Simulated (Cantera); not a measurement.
A freely propagating, adiabatic, planar premixed flame of H₂ : O₂ : N₂ : H₂O = 1 : 0.357 : 1.07 : 0.073 (molar parts), equivalence ratio 1.4, unburnt at 400 K and 10.0 bar; mixture-averaged transport, grid criteria slope 0.08 and curve 0.16, no radiation.

Model: the H2/O2 subset of GRI-Mech 3.0, which has no nitrogen chemistry, integrated in Cantera. The hydrogen kinetics of GRI-Mech 3.0 are dated; newer H2 mechanisms differ, most at raised pressure. Burning velocities carry a grid error of a few per cent, more on coarse grids.

**Question.** Predict: laminar burning velocity; thermal thickness; peak x(H₂O₂); peak x(HO₂); peak x(OH).

**Answer.** 
- laminar burning velocity: 467 cm/s
- thermal thickness: 0.0196 mm
- peak x(H₂O₂): 0.000213
- peak x(HO₂): 0.00202
- peak x(OH): 0.0118
